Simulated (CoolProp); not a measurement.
Vapour-liquid equilibrium of CHF3 (R23) (1) + R143a (2) at -104.85 °C; x and y are mole fractions of (1).

Model: multi-fluid Helmholtz-energy mixture model, Penoncello 2003 and Lemmon and Jacobsen 2000; pair parameters Bell 2016, in CoolProp.

```csv
x,bubble pressure (MPa),y at the bubble point,dew pressure at overall composition x (MPa),liquid density (mol/L)
0.05,0.002942,0.309,0.002239,15.87
0.15,0.004822,[?],0.002467,16.37
0.25,0.006954,0.774,0.002746,16.89
0.35,0.009188,0.854,0.003098,17.43
0.45,0.01140,0.901,0.003557,18.01
0.55,0.01351,0.931,[?],18.61
0.65,0.01548,0.953,0.005076,19.25
0.75,[?],0.969,0.006487,19.93
0.85,0.01914,0.982,[?],20.66
0.95,0.02096,0.994,[?],21.44
```

Problem. What belongs in the gaps?

Solution. 
- 0.15, y at the bubble point: 0.626
- 0.55, dew pressure at overall composition x (MPa): 0.004179
- 0.75, bubble pressure (MPa): 0.01734
- 0.85, dew pressure at overall composition x (MPa): 0.009056
- 0.95, dew pressure at overall composition x (MPa): 0.01521

No azeotrope shows between x = 0.05 and 0.95.

Pair parameters are fitted to limited data, so mixtures are less certain than the pure fluids. The gap from Raoult's law changes sign with composition, which may be real or a fault of the pair parameters; it wasn't checked against measurements.
